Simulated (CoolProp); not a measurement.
c-C4F8 (RC318) at 298.15 K and 0.0613 MPa flows at 0.11 m/s in a round tube of 6 mm bore and 45 µm roughness, fully developed (64/Re and Nu = 3.66 if laminar; Colebrook and Gnielinski if turbulent). Each further row changes one setting.

Model: reference Helmholtz-energy equation of state, Platzer 1990, in CoolProp. This equation is an older, rougher fit.

```json
[
 {"case": "as stated", "Reynolds number": "293", "Darcy friction factor": "0.219", "pressure drop (Pa/m)": "1.11", "heat-transfer coefficient (W/(m² K))": "7.39", "mass flow (kg/h)": "0.0564"},
 {"case": "velocity 0.22 m/s", "Reynolds number": "585", "Darcy friction factor": "0.109", "pressure drop (Pa/m)": "2.22", "heat-transfer coefficient (W/(m² K))": "7.39", "mass flow (kg/h)": "0.113"},
 {"case": "diameter 12 mm", "Reynolds number": "585", "Darcy friction factor": "0.109", "pressure drop (Pa/m)": "0.278", "heat-transfer coefficient (W/(m² K))": "3.69", "mass flow (kg/h)": "0.226"}
]
```

Viscosity comes from a separate model (Huber 2003), an estimate that may be off by 10 % or more. Thermal conductivity comes from a separate model (Huber 2003), an estimate that may be off by 10 % or more.
